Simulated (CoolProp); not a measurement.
A single-stage vapour-compression cycle with R134a: evaporating at 233.15 K (dew point), condensing at 298.15 K (bubble point), superheat 5 K, subcooling 8 K, compressor efficiency 0.85, no pressure losses. Each further row changes one setting.

Values from CoolProp's reference Helmholtz-energy equation of state, Tillner-Roth 1994.

| case | cooling COP | pressure ratio | discharge temperature (K) | refrigerating effect (kJ/kg) | volumetric capacity (kJ/m³) |
|---|---|---|---|---|---|
| as stated | 2.42 | 13.0 | 327.6 | 154 | 418 |
| evaporating temperature 238.15 K | 2.74 | 10.1 | 324.4 | … | … |
| condensing temperature 293.15 K | … | … | 321.7 | 161 | 437 |
| subcooling 13 K | 2.53 | 13.0 | 327.6 | 161 | 437 |
| superheat 15 K | 2.43 | 13.0 | 338.3 | 162 | 419 |
| compressor efficiency 0.75 | 2.13 | 13.0 | 336.2 | 154 | 418 |

**Question.** Fill in the missing entries.

**Answer.** 
- evaporating temperature 238.15 K, refrigerating effect (kJ/kg): 158
- evaporating temperature 238.15 K, volumetric capacity (kJ/m³): 542
- condensing temperature 293.15 K, cooling COP: 2.70
- condensing temperature 293.15 K, pressure ratio: 11.2
